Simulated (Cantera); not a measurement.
Cantera run:

```python
import numpy as np
import cantera as ct

gas_names = """
    CL CL2 H HCL H2 Si SiCL SiCL2 SiCL3 SiCL4 SiH SiHCL3 SiH2 SiH2CL2 SiH3 SiH3CL SiH4 Si2 Si3
""".split()
cond_names = """
    Si(cr) Si(L)
""".split()


# ... load() reads the species with a 1 bar reference pressure and builds the phases ...
atoms = {
    'SiCl4': {'Si': 1, 'CL': 4},
    'H2': {'H': 2},
}
top_T = {}  # K; cautious upper limits of use, not melting points


# ... equilibrate(T, P, feed) seeds the gas with the atoms and calls Mixture.equilibrate('TP', solver="vcs", rtol=1e-11, max_steps=5000) ...
results = []
feed = {'SiCl4': 1, 'H2': 4.9}  # mol
T = 800  # K
P = 100000  # Pa
mix = equilibrate(T, P, feed)
results.append((T, P, feed, dict(zip(mix.species_names, mix.species_moles))))
x = sorted(zip(gas.X, gas.species_names), reverse=True)
print(f"T = {T:g} K  P = {P:g} Pa  gas = {mix.phase_moles(0):.4g} mol")
print("   x: " + "  ".join(f"{s} {v:.3e}" for v, s in x if v > 1e-06))
print("   condensed (mol): " + ("  ".join(f"{mix.phase(i).name} {mix.phase_moles(i):.4g}"
      for i in range(1, mix.n_phases) if mix.phase_moles(i) > 1e-12) or "none"))
```

Result:

```
T = 800 K  P = 100000 Pa  gas = 5.9 mol
   x: H2 8.196e-01  SiCL4 1.586e-01  HCL 1.091e-02  SiHCL3 1.078e-02  SiH2CL2 5.916e-05  SiCL3 8.246e-06
   condensed (mol): none
```

Cantera equilibrium calculation (NASA polynomials, part measured and part estimated; ideal gas, pure solids and liquids).
